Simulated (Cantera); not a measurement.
Feed: 1 mol V, 0.36 mol NH₃, 13 mol N₂O.

Equilibrium computed with Cantera from the NASA thermochemical tables; the gas is ideal and each condensed phase is pure. Candidate condensed phases: H₂O, V, VN, VO, V₂O₃, V₂O₄, V₂O₅; 28 gas species. Condensed phases not in the tables: the oxides between V₂O₃ and V₂O₅ other than VO₂. Gases not in the tables: V₄O₁₀. Rates play no part.

Stable condensed phases, one row left out:

```
T in K \ P in Pa
            0.10    0.60     3.6      22     130     770    4600   28000  170000 1000000
   2750        A       A       A       A       A       A       A       A       A       B
   2350        A       A       A       A       A       A       A       B       B       B
   2150        A       A       A       A       A       A       B       B       B       B
   1950        A       A       A       A       A       B       B       B       B       C
   1750        A       A       A       A       B       B       B       B       C       C
   1550        A       A       B       B       B       B       B       C       C       C
   1350        B       B       B       B       B       B       C       C       C       C
   1150        B       B       B       B       B       C       C       C       C       C
    950        B       B       B       B       C       C       C       C       C       C
    750        C       C       C       C       C       C       C       C       C       C
```

A: gas only; B: V₂O₄; C: V₂O₅.

### Question
Give the row for 2550 K.

### Answer
0.10: gas only; 0.60: gas only; 3.6: gas only; 22: gas only; 130: gas only; 770: gas only; 4600: gas only; 28000: gas only; 170000: V₂O₄; 1000000: V₂O₄.
